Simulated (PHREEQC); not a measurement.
A made-up water analysis in mg/L, 10 °C, pH 6.05, pe 9.8:

| constituent | mg/L |
|---|---|
| Na | 0.0571 |
| K | 0.00534 |
| Ca | 0.00944 |
| Mg | 0.0103 |
| Cl | 0.052 |
| S(6) as SO4 | 0.0397 |
| Alkalinity as HCO3 | 0.106 |
| Pb | 0.00206 |
| F | 1.55e-05 |
| B | 0.000143 |
| Cu(2) | 0.000748 |

Cl is adjusted to close the charge balance.
Valence states are taken as typed.

All values are PHREEQC results (ion-association model, wateq4f.dat), not measurements.

This is a speciation only: nothing precipitates in the calculation.

Question: Estimate the ionic strength.

Answer: ionic strength 5.97e-6 mol/kgw.

Question: In which forms is C present?

Answer: CO2 72 %, HCO3- 28 % of the C.

Complexes and solids missing from the database can't appear. At this temperature some constants are extrapolated from 25 °C, and those without enthalpy data are left unchanged. Real BF4- forms and hydrolyses slowly; the run takes it at equilibrium.
